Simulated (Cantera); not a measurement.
Input (Python, Cantera) and output of one run.

```python
import numpy as np
import cantera as ct

gas_names = """
    B BH BH2 BH3 BN BO BO2 B2 B2O B2O2 B2O3 B3O3H3 H HBO HBO2 HNO HNO2 HNO3 HO2 H2 H2O H2O2 H3B3O6 N NH
    NH2 NH3 NH2OH NO NO2 NO3 N2 N2H2 N2H4 N2O O OH O2 O3
""".split()
cond_names = """
    B(b) B(L) BN(s) B2O3(L) B3O3H3(cr) H2O(s) H2O(L)
""".split()


# ... load() reads the species with a 1 bar reference pressure and builds the phases ...
atoms = {
    'B2O3': {'B': 2, 'O': 3},
    'NH3': {'N': 1, 'H': 3},
    'N2': {'N': 2},
}
top_T = {'BN(s)': 3200}  # K; cautious upper limits of use, not melting points


# ... equilibrate(T, P, feed) seeds the gas with the atoms and calls Mixture.equilibrate('TP', solver="vcs", rtol=1e-11, max_steps=5000) ...
results = []
feed = {'B2O3': 1, 'NH3': 0.67, 'N2': 2.9}  # mol
P = 133.322  # Pa
for T in [1023, 1123, 1223, 1323, 1423, 1523, 1623, 1723, 1823, 1923, 2023, 2123, 2223]:
    mix = equilibrate(T, P, feed)
    results.append((T, P, feed, dict(zip(mix.species_names, mix.species_moles))))
    x = sorted(zip(gas.X, gas.species_names), reverse=True)
    print(f"T = {T:g} K  P = {P:g} Pa  gas = {mix.phase_moles(0):.4g} mol")
    print("   x: " + "  ".join(f"{s} {v:.3e}" for v, s in x if v > 1e-05))
    print("   condensed (mol): " + ("  ".join(f"{mix.phase(i).name} {mix.phase_moles(i):.4g}"
          for i in range(1, mix.n_phases) if mix.phase_moles(i) > 1e-12) or "none"))
```

Result:

```
T = 1023 K  P = 133.322 Pa  gas = 4.24 mol
   x: N2 7.629e-01  H2 2.368e-01  H2O 2.290e-04  HBO2 1.739e-05
   condensed (mol): BN(s) 0.0006716  B2O3(L) 0.9996
T = 1123 K  P = 133.322 Pa  gas = 4.24 mol
   x: N2 7.629e-01  H2 2.368e-01  H2O 2.197e-04  HBO2 1.041e-04
   condensed (mol): BN(s) 0.0007642  B2O3(L) 0.9994
T = 1223 K  P = 133.322 Pa  gas = 4.241 mol
   x: N2 7.627e-01  H2 2.365e-01  HBO2 4.549e-04  H2O 2.098e-04  HBO 3.379e-05  B2O3 1.443e-05
   condensed (mol): BN(s) 0.001188  B2O3(L) 0.9983
T = 1323 K  P = 133.322 Pa  gas = 4.244 mol
   x: N2 7.620e-01  H2 2.357e-01  HBO2 1.562e-03  HBO 2.892e-04  B2O3 2.607e-04  H2O 1.997e-04  H 2.108e-05
   condensed (mol): BN(s) 0.002352  B2O3(L) 0.9938
T = 1423 K  P = 133.322 Pa  gas = 4.265 mol
   x: N2 7.580e-01  H2 2.323e-01  HBO2 4.423e-03  B2O3 3.078e-03  HBO 1.805e-03  H2O 1.877e-04  B2O2 1.302e-04  H 8.767e-05  BO 1.996e-05
   condensed (mol): BN(s) 0.003858  B2O3(L) 0.9711
T = 1523 K  P = 133.322 Pa  gas = 4.407 mol
   x: N2 7.341e-01  H2 2.180e-01  B2O3 2.585e-02  HBO2 1.157e-02  HBO 7.798e-03  B2O2 1.955e-03  H 2.955e-04  BO 2.667e-04  H2O 2.032e-04
   condensed (mol): B2O3(L) 0.8342
T = 1623 K  P = 133.322 Pa  gas = 5.246 mol
   x: N2 6.166e-01  H2 1.653e-01  B2O3 1.556e-01  HBO2 3.465e-02  HBO 1.625e-02  B2O2 8.758e-03  BO 1.667e-03  H 7.697e-04  H2O 3.893e-04
   condensed (mol): none
T = 1723 K  P = 133.322 Pa  gas = 5.257 mol
   x: N2 6.154e-01  H2 1.611e-01  B2O3 1.507e-01  HBO2 3.886e-02  HBO 1.801e-02  B2O2 8.893e-03  BO 4.362e-03  H 2.005e-03  H2O 6.318e-04  BO2 3.230e-05
   condensed (mol): none
T = 1823 K  P = 133.322 Pa  gas = 5.279 mol
   x: N2 6.128e-01  H2 1.557e-01  B2O3 1.447e-01  HBO2 4.364e-02  HBO 1.899e-02  BO 9.920e-03  B2O2 8.438e-03  H 4.682e-03  H2O 1.013e-03  BO2 1.108e-04
   condensed (mol): none
T = 1923 K  P = 133.322 Pa  gas = 5.32 mol
   x: N2 6.081e-01  H2 1.483e-01  B2O3 1.366e-01  HBO2 4.935e-02  BO 1.967e-02  HBO 1.876e-02  H 9.934e-03  B2O2 7.288e-03  H2O 1.641e-03  BO2 3.444e-04
   condensed (mol): none
T = 2023 K  P = 133.322 Pa  gas = 5.387 mol
   x: N2 6.005e-01  H2 1.376e-01  B2O3 1.258e-01  HBO2 5.606e-02  BO 3.414e-02  H 1.929e-02  HBO 1.715e-02  B2O2 5.626e-03  H2O 2.704e-03  BO2 9.883e-04  OH 3.949e-05
   condensed (mol): none
T = 2123 K  P = 133.322 Pa  gas = 5.487 mol
   x: N2 5.896e-01  H2 1.227e-01  B2O3 1.120e-01  HBO2 6.295e-02  BO 5.260e-02  H 3.442e-02  HBO 1.446e-02  H2O 4.438e-03  B2O2 3.900e-03  BO2 2.631e-03  OH 1.539e-04  O 3.061e-05  NO 1.364e-05
   condensed (mol): none
T = 2223 K  P = 133.322 Pa  gas = 5.627 mol
   x: N2 5.749e-01  H2 1.036e-01  B2O3 9.563e-02  BO 7.354e-02  HBO2 6.790e-02  H 5.646e-02  HBO 1.131e-02  H2O 6.926e-03  BO2 6.435e-03  B2O2 2.494e-03  OH 5.453e-04  O 2.062e-04  NO 5.970e-05
   condensed (mol): none
```

These are equilibrium values from Cantera (NASA tables, ideal gas, pure condensed phases), not measurements of a reactor. Mutual solubility and eutectic melting of coexisting phases are not modelled.
